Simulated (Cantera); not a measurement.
An isothermal, constant-pressure homogeneous reactor starts with 1.45 % H2, 6.57 % O2, 92.0 % N2, at 1050 K and 0.612 atm.

Model: the H2/O2 subset of GRI-Mech 3.0, which has no nitrogen chemistry, integrated in Cantera.

One state of this run: x H2 = 0.00462; x O2 = 0.0608; x HO2 = 1.91e-5; x OH = 0.000426; x O = 0.000679; x H = 0.000922; x H2O2 = 1.99e-6. x: mole fraction; the columns are a selection and need not sum to one.

Question: Which value of t (s) does it belong to?
(A) 0.740
(B) 0.00110
(C) 0.0548
(D) 0.00405

Answer: B, 0.00110
